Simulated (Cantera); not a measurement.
Charge: 1 mol Pb, 0.11 mol H2, 0.018 mol O2, equilibrated at 133 Pa.

Equilibrium computed with Cantera from the NASA thermochemical tables; the gas is ideal and each condensed phase is pure. Candidate condensed phases: H2O, Pb, PbO, PbO2, Pb3O4; 12 gas species. Equilibrium is a limit: real reactors are often held back by kinetics, nucleation or transport.

Task: At 1073 K, list the 3 most abundant gas species with their mole fractions, and the condensed phases.

Result: H2 0.636, H2O 0.309, Pb 0.0548. Condensed: Pb(l).
